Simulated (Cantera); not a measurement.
Feed: 1 mol Si, a varied amount of CO2, 16 mol N2, at 1525 °C and 0.133 bar.

These are equilibrium values from Cantera (NASA tables, ideal gas, pure condensed phases), not measurements of a reactor. Candidate condensed phases: C, Si, SiC, SiO2, Si2N2O, Si3N4; 34 gas species. Mutual solubility and eutectic melting of coexisting phases are not modelled. Rates play no part.

### Question
Which condensed phases are stable at each of these points (n(CO2) (mol)): 0.013, 0.028, 0.043, 0.058, 0.073, 0.089, 0.1, 0.12, 0.13, 0.15?

### Answer
```
n(CO2) (mol)               condensed phases  Si condensed (%)
------------  -----------------------------  ----------------
0.013                              Si3N4(s)              98.7
0.028                  Si2N2O(s) + Si3N4(s)              98.5
0.043                  Si2N2O(s) + Si3N4(s)              98.5
0.058                  Si2N2O(s) + Si3N4(s)              98.5
0.073         SiC(s) + Si2N2O(s) + Si3N4(s)              98.5
0.089         SiC(s) + Si2N2O(s) + Si3N4(s)              98.5
0.1           SiC(s) + Si2N2O(s) + Si3N4(s)              98.5
0.12          SiC(s) + Si2N2O(s) + Si3N4(s)              98.5
0.13          SiC(s) + Si2N2O(s) + Si3N4(s)              98.5
0.15          SiC(s) + Si2N2O(s) + Si3N4(s)              98.5
```

At 0.013 mol CO2 the condensed part is Si3N4(s). From 0.028 mol CO2 to 0.058 mol CO2 the condensed part is Si2N2O(s) + Si3N4(s). From 0.073 mol CO2 to 0.15 mol CO2 the condensed part is SiC(s) + Si2N2O(s) + Si3N4(s).
